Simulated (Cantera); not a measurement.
Feed: 1 mol B, 4.5 mol O2, at 1750 K and 1.00 bar.

Cantera equilibrium calculation (NASA polynomials, part measured and part estimated; ideal gas, pure solids and liquids). Candidate condensed phases: B, B2O3; 10 gas species. Kinetics and transport are ignored.

Base state: O2 0.998, B2O3 0.00167, BO2 0.000455, O 7.47e-5 (mole fractions); condensed: B2O3(l).

Task: What changes in the equilibrium state with this change: temperature from 1750 K to 998.15 K?

Result: 
```json
[
 {"species": "O2", "before": "0.998", "after": "1.00"},
 {"species": "B2O3", "before": "0.00167", "after": "<1e-9"},
 {"species": "BO2", "before": "0.000455", "after": "<1e-9"},
 {"species": "O", "before": "7.47e-5", "after": "<1e-9"},
 {"species": "B2O3(l), mol", "before": "0.493", "after": "0.500"}
]
```

Task: What changes in the equilibrium state with this change: 1.1 mol NH3 added?

Result: 
| species | before | after |
|---|---|---|
| O2 | 0.998 | 0.545 |
| H2O | 0 | 0.266 |
| N2 | 0 | 0.102 |
| HBO2 | 0 | 0.0818 |
| NO | 0 | 0.00202 |
| OH | 0 | 0.00105 |
| B2O3(l), mol | 0.493 | 0.268 |
Further candidate phases: BN, B3O3H3, H2O.
